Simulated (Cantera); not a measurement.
Input: 1 mol Cr, 1.5 mol N2O, 33 mol H2, at 7.50 Torr.

These are equilibrium values from Cantera (NASA tables, ideal gas, pure condensed phases), not measurements of a reactor. Candidate condensed phases: Cr, CrN, Cr2N, Cr2O3, H2O; 29 gas species. The numbers say what is thermodynamically allowed, not how fast it happens.

### Question
At 1973 K, list the 4 most abundant gas species with their mole fractions, and the condensed phases.

### Answer
H2 0.893, N2 0.0423, H2O 0.0308, Cr 0.0204. Condensed: Cr2O3(s).
